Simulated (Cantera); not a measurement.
A perfectly stirred reactor is fed with CH3OH : O2 : N2 = 0.028 : 0.0093 : 1 (molar parts), equivalence ratio 4.5, at 1.20 bar; it is held at 1600 K, and followed from long to short residence time.

Computed with Cantera and GRI-Mech 3.0 (53 species, 325 reactions). GRI-Mech 3.0 was tuned for natural gas; its chemistry of methanol as a main component is partial and can be far from experiment.

x: mole fraction; the columns are a selection and need not sum to one.

```tsv
τ (s)	x CH3OH	x O2	x CH2CO	x NO	x CO
2.0	…	1.57e-5	5.14e-8	1.05e-7	0.0227
0.85	…	2.10e-5	5.10e-8	2.64e-7	0.0228
0.36	…	3.21e-5	6.62e-8	4.68e-7	0.0228
0.15	…	5.35e-5	1.00e-7	6.63e-7	0.0229
0.066	…	8.94e-5	1.56e-7	8.07e-7	0.0229
0.028	…	0.000155	2.48e-7	9.05e-7	0.0230
0.012	…	0.000269	3.89e-7	9.48e-7	0.0232
0.0051	…	0.000473	6.11e-7	9.40e-7	0.0234
0.0022	…	0.000835	9.66e-7	8.54e-7	0.0236
0.00092	…	0.00155	1.57e-6	6.00e-7	0.0236
0.00039	…	0.00383	1.39e-6	3.67e-8	0.0206
```

### Question
Complete the blanks.

### Answer

- 2.0, x CH3OH: 1.76e-6
- 0.85, x CH3OH: 2.38e-6
- 0.36, x CH3OH: 3.66e-6
- 0.15, x CH3OH: 6.15e-6
- 0.066, x CH3OH: 1.04e-5
- 0.028, x CH3OH: 1.84e-5
- 0.012, x CH3OH: 3.30e-5
- 0.0051, x CH3OH: 6.15e-5
- 0.0022, x CH3OH: 0.000121
- 0.00092, x CH3OH: 0.000282
- 0.00039, x CH3OH: 0.00245
